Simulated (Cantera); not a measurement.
Input (Python, Cantera) and output of one run.

```python
import numpy as np
import cantera as ct

gas_names = [...]  # 123 gases of nasa_gas.yaml made of C, H, O, Si
cond_names = """
    C(gr) C6H6(L) C7H8(L) C8H18(L),n-octa H2O(s) H2O(L) Si(cr) Si(L) SiC(b) SiO2(Lqz) SiO2(hqz) SiO2(L)
""".split()


# ... load() reads the species with a 1 bar reference pressure and builds the phases ...
atoms = {
    'Si': {'Si': 1},
    'CO2': {'C': 1, 'O': 2},
    'H2': {'H': 2},
    'H2O': {'H': 2, 'O': 1},
}
top_T = {'C(gr)': 4500, 'SiC(b)': 3050}  # K; cautious upper limits of use, not melting points


# ... equilibrate(T, P, feed) seeds the gas with the atoms and calls Mixture.equilibrate('TP', solver="vcs", rtol=1e-11, max_steps=5000) ...
results = []
feed = {'Si': 1, 'CO2': 1.5, 'H2': 31, 'H2O': 0.0021}  # mol
T = 1073  # K
P = 81  # Pa
mix = equilibrate(T, P, feed)
results.append((T, P, feed, dict(zip(mix.species_names, mix.species_moles))))
print(gas.report(threshold=1e-06))
for i in range(1, mix.n_phases):
    print(f"{mix.phase(i).name:16s} {mix.phase_moles(i):12.5e} mol")
```

Result:

```
       temperature   1073 K
          pressure   81 Pa
           density   2.5698e-05 kg/m^3
  mean mol. weight   2.8304 kg/kmol
   phase of matter   gas

                          1 kg             1 kmol
                     ---------------   ---------------
          enthalpy        6.8811e+06        1.9476e+07  J
   internal energy        3.7291e+06        1.0555e+07  J
           entropy             81568        2.3087e+05  J/K
    Gibbs function       -8.0641e+07       -2.2825e+08  J
 heat capacity c_p             10813             30605  J/K
 heat capacity c_v            7875.3             22290  J/K

                      mass frac. Y      mole frac. X     chem. pot. / RT
                     ---------------   ---------------   ---------------
               CH4        0.00019794        3.4922e-05           -51.293
                CO           0.30984          0.031309           -48.759
                H2           0.68994           0.96865           -24.834
               H2O        2.0327e-05        3.1937e-06           -71.968
     [ +119 minor]         2.252e-06        6.2143e-07

C(gr)             4.96887e-01 mol
Si(cr)            0.00000e+00 mol
SiC(b)            0.00000e+00 mol
SiO2(hqz)         9.99999e-01 mol
```

Cantera equilibrium calculation (NASA polynomials, part measured and part estimated; ideal gas, pure solids and liquids).
